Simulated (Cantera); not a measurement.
Mixture: 21.9 % H2, 16.4 % O2, 61.7 % N2, at 120000 Pa, adiabatic and at constant pressure. Ignition delay is the time to a rise of 400 K.

Cantera simulation using GRI-Mech 3.0 (53 species, 325 reactions); the numbers are that mechanism's predictions, not measurements. Where the delays flatten at high temperature, the 400 K rule measures the pace of heat release, not the induction time.

Question: Predict: delay at 1075 K; delay at 1225 K; delay at 1375 K; delay at 1525 K.

Answer: 
| Property | Value |
|---|---|
| delay at 1075 K | 99.5 µs |
| delay at 1225 K | 35.9 µs |
| delay at 1375 K | 20.9 µs |
| delay at 1525 K | 15.9 µs |
